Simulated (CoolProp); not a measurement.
Vapour-liquid equilibrium of ethanol (1) + o-xylene (2) at 330.9 K; x and y are mole fractions of (1).

Model: multi-fluid Helmholtz-energy mixture model, Schroeder 2014 and Zhou 2012; pair parameters Bell 2016, in CoolProp.

Give the bubble pressure and the first vapour's composition at x = 0.2, 0.65, 0.8. Is there an azeotrope?

x = 0.2: 0.03256 MPa, y = 0.865; x = 0.65: 0.03759 MPa, y = 0.894; x = 0.8: 0.03922 MPa, y = 0.916. No azeotrope shows between x = 0.05 and 0.95.

The pair parameters rest on a limited set of measurements; away from them the model extrapolates. With so large a gap from Raoult's law the liquid may split in two, which this calculation doesn't test in full.
